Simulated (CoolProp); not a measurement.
Values from CoolProp's reference Helmholtz-energy equation of state, Setzmann 1991.

Give the vapour pressure (bar), liquid density (kg/m³), liquid cp (kJ/(kg K)) of saturated methane at -164.15, -142.95 °C.


```json
[
 {"T (°C)": "-164.15", "p (bar)": "0.809", "liquid density (kg/m³)": "426", "liquid cp (kJ/(kg K))": "3.46"},
 {"T (°C)": "-142.95", "p (bar)": "3.72", "liquid density (kg/m³)": "394", "liquid cp (kJ/(kg K))": "3.66"}
]
```
